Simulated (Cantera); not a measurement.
A closed system holds: 1 mol toluene, 7.1 mol H₂, 0.26 mol N₂, held at 1700 Pa.

Equilibrium computed with Cantera from the NASA thermochemical tables; the gas is ideal and each condensed phase is pure. Candidate condensed phases: C, C₆H₆, C₇H₈, C₈H₁₈; 92 gas species. The numbers say what is thermodynamically allowed, not how fast it happens.

What share of the C ends up in condensed phases as a function of T (°C), at 1425, 1625, 1825, 2025, 2225, 2425, 2625?


| T (°C) | C condensed (%) | as |
|---|---|---|
| 1425 | 99.9 | C(graphite) |
| 1625 | 99.6 | C(graphite) |
| 1825 | 99.0 | C(graphite) |
| 2025 | 97.7 | C(graphite) |
| 2225 | 95.3 | C(graphite) |
| 2425 | 91.2 | C(graphite) |
| 2625 | 82.0 | C(graphite) |
